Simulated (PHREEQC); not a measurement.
H3PO4 is added in steps, without added water, to 1 kg of water holding 0.072 mol NiSO4, 3.1e-05 mol H3AsO4 and 0.023 mol HCl, at 42 °C. O2 is buffered at 0.21 atm. The system is closed to CO2. The run lets Ni(OH)2, Ni3(PO4)2, Ni4(OH)6SO4, Ni3(AsO4)2:8H2O, Morenosite precipitate or redissolve, and no other solid.

Base run: PHREEQC, ion-association model, wateq4f.dat. Each further column changes one thing. The table gives pH.

```json
[
 {"H3PO4 added (mol)": "0", "base": "2.13", "NiSO4 from 0.072 to 0.0072 mol/kgw": "1.78", "diluted 2-fold with water": "2.33", "0.02 mol/kgw KCl added": "2.12", "no solid may form": "2.13"},
 {"H3PO4 added (mol)": "0.002", "base": "2.11", "NiSO4 from 0.072 to 0.0072 mol/kgw": "1.77", "diluted 2-fold with water": "2.28", "0.02 mol/kgw KCl added": "2.10", "no solid may form": "2.11"},
 {"H3PO4 added (mol)": "0.003", "base": "2.10", "NiSO4 from 0.072 to 0.0072 mol/kgw": "1.76", "diluted 2-fold with water": "2.26", "0.02 mol/kgw KCl added": "2.09", "no solid may form": "2.10"},
 {"H3PO4 added (mol)": "0.005", "base": "2.08", "NiSO4 from 0.072 to 0.0072 mol/kgw": "1.75", "diluted 2-fold with water": "2.22", "0.02 mol/kgw KCl added": "2.07", "no solid may form": "2.08"},
 {"H3PO4 added (mol)": "0.006", "base": "2.07", "NiSO4 from 0.072 to 0.0072 mol/kgw": "1.75", "diluted 2-fold with water": "2.21", "0.02 mol/kgw KCl added": "2.06", "no solid may form": "2.07"},
 {"H3PO4 added (mol)": "0.008", "base": "2.05", "NiSO4 from 0.072 to 0.0072 mol/kgw": "1.74", "diluted 2-fold with water": "2.18", "0.02 mol/kgw KCl added": "2.04", "no solid may form": "2.05"},
 {"H3PO4 added (mol)": "0.01", "base": "2.03", "NiSO4 from 0.072 to 0.0072 mol/kgw": "1.73", "diluted 2-fold with water": "2.15", "0.02 mol/kgw KCl added": "2.03", "no solid may form": "2.03"},
 {"H3PO4 added (mol)": "0.011", "base": "2.03", "NiSO4 from 0.072 to 0.0072 mol/kgw": "1.72", "diluted 2-fold with water": "2.14", "0.02 mol/kgw KCl added": "2.02", "no solid may form": "2.03"},
 {"H3PO4 added (mol)": "0.013", "base": "2.01", "NiSO4 from 0.072 to 0.0072 mol/kgw": "1.72", "diluted 2-fold with water": "2.11", "0.02 mol/kgw KCl added": "2.01", "no solid may form": "2.01"},
 {"H3PO4 added (mol)": "0.014", "base": "2.01", "NiSO4 from 0.072 to 0.0072 mol/kgw": "1.71", "diluted 2-fold with water": "2.10", "0.02 mol/kgw KCl added": "2.00", "no solid may form": "2.01"},
 {"H3PO4 added (mol)": "0.016", "base": "1.99", "NiSO4 from 0.072 to 0.0072 mol/kgw": "1.70", "diluted 2-fold with water": "2.08", "0.02 mol/kgw KCl added": "1.99", "no solid may form": "1.99"}
]
```

H3PO4, which wateq4f.dat lacks, is added to it with the constant of phreeqc.dat. At this temperature some constants are extrapolated from 25 °C, and those without enthalpy data are left unchanged. The database has no phosphate complexes of Ni. The database has no arsenate complexes of Ni.
